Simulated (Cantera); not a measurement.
Nitride etching: AlN + O2 + H2

A closed system holds: 1 mol AlN, 0.2 mol O2, 8.3 mol H2, at 7.20 Torr.

These are equilibrium values from Cantera (NASA tables, ideal gas, pure condensed phases), not measurements of a reactor. Candidate condensed phases: Al, AlN, Al2O3, H2O; 35 gas species. Mutual solubility and eutectic melting of coexisting phases are not modelled. The tables' values for AlOH are old estimates; treat these amounts as uncertain. Condensed phases not in the tables: aluminium oxynitride. Rates play no part.

```csv
T (K),log p H2,log p N2,log p H,log p Al,log p Al2O,n AlN(s),n Al2O3(s)
1173,-2.02,-3.82,-7.94,<-14,<-14,0.733,0.133
1248,-2.02,-3.82,-7.34,-12.79,<-14,0.733,0.133
1323,-2.02,-3.82,-6.81,-11.27,-13.39,0.733,0.133
1398,-2.02,-3.82,-6.34,-9.92,-11.66,0.733,0.133
1473,-2.02,-3.82,-5.91,-8.71,-10.11,0.733,0.133
1548,-2.02,-3.82,-5.52,-7.61,-8.71,0.733,0.133
1623,-2.02,-3.82,-5.17,-6.62,-7.45,0.733,0.133
1698,-2.03,-3.82,-4.85,-5.72,-6.30,0.731,0.133
1773,-2.03,-3.79,-4.56,-4.91,-5.27,0.715,0.132
1848,-2.03,-3.68,-4.29,-4.21,-4.38,0.625,0.121
1923,-2.06,-3.40,-4.06,-3.65,-3.68,0.246,0.0665
1998,-2.08,-3.30,-3.83,-3.49,-3.51,0,0.0315
2073,-2.09,-3.30,-3.62,-3.47,-3.53,0,0.0344
2148,-2.09,-3.30,-3.43,-3.46,-3.55,0,0.0369
```
log p: log10 of the partial pressure in bar; n: condensed amount in mol.

From 1173 K to 1923 K the condensed part is AlN(s) + Al2O3(s). From 1998 K to 2148 K the condensed part is Al2O3(s).
